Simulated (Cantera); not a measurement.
Cantera run, input and output.

```python
import numpy as np
import cantera as ct

gas = ct.Solution("gri30.yaml")
gas.TPX = 1448, 360000, {'CO': 0.0011, 'O2': 0.091, 'H2O': 0.0003, 'N2': 1}
reactor = ct.IdealGasConstPressureReactor(gas, energy="off", clone=False)
net = ct.ReactorNet([reactor])
net.rtol, net.atol = 1e-08, 1e-18
show = ['CO', 'O2', 'H2O', 'H2O2', 'OH']
times = np.geomspace(3e-05, 300, 9)

steps = ct.SolutionArray(gas, extra=["t"])
rows = []
print(f"{'t/s':>10s}{'T/K':>9s}{'P/Pa':>11s}" + "".join(f"{s:>11s}" for s in show))
for t in times:
    while net.time < t:
        t_next = net.step()
        steps.append(gas.state, t=t_next)
    rows.append([np.interp(t, steps.t, y) for y in (steps.T, steps.P, *steps(*show).X.T)])
    print(f"{t:10.3e}{rows[-1][0]:9.1f}{rows[-1][1]:11.4g}" + "".join(f"{x:11.3e}" for x in rows[-1][2:]))
rate = np.gradient(steps.T, steps.t)
print("integrator steps:", len(steps.t))
if steps.T.max() > steps.T[0] + 200:
    print(f"time of steepest temperature rise: {steps.t[rate.argmax()]:.4e} s")
gas.TPX = 1448, 360000, {'CO': 0.0011, 'O2': 0.091, 'H2O': 0.0003, 'N2': 1}
gas.equilibrate("TP")
print(f"equilibrium (TP): T = {gas.T:.1f} K  " + "  ".join(f"{s} {gas[s].X[0]:.3e}" for s in show))
```

It prints:

```
       t/s      T/K       P/Pa         CO         O2        H2O       H2O2         OH
 3.000e-05   1448.0    3.6e+05  1.007e-03  8.330e-02  2.746e-04  7.361e-15  4.076e-10
 2.250e-04   1448.0    3.6e+05  1.007e-03  8.330e-02  2.746e-04  9.348e-14  1.300e-08
 1.687e-03   1448.0    3.6e+05  9.965e-04  8.329e-02  2.732e-04  1.452e-10  2.417e-06
 1.265e-02   1448.0    3.6e+05  2.125e-04  8.292e-02  2.691e-04  1.294e-09  1.063e-05
 9.487e-02   1448.0    3.6e+05  2.852e-06  8.284e-02  2.734e-04  7.943e-11  2.765e-06
 7.114e-01   1448.0    3.6e+05  4.114e-09  8.284e-02  2.740e-04  2.276e-11  1.478e-06
 5.335e+00   1448.0    3.6e+05  4.049e-09  8.284e-02  2.740e-04  2.275e-11  1.478e-06
 4.001e+01   1448.0    3.6e+05  4.049e-09  8.284e-02  2.740e-04  2.275e-11  1.478e-06
 3.000e+02   1448.0    3.6e+05  4.049e-09  8.284e-02  2.740e-04  2.276e-11  1.478e-06
integrator steps: 1129
equilibrium (TP): T = 1448.0 K  CO 4.059e-09  O2 8.252e-02  H2O 2.740e-04  H2O2 2.272e-11  OH 1.477e-06
```

Detailed kinetics in Cantera: GRI-Mech 3.0 (53 species, 325 reactions).
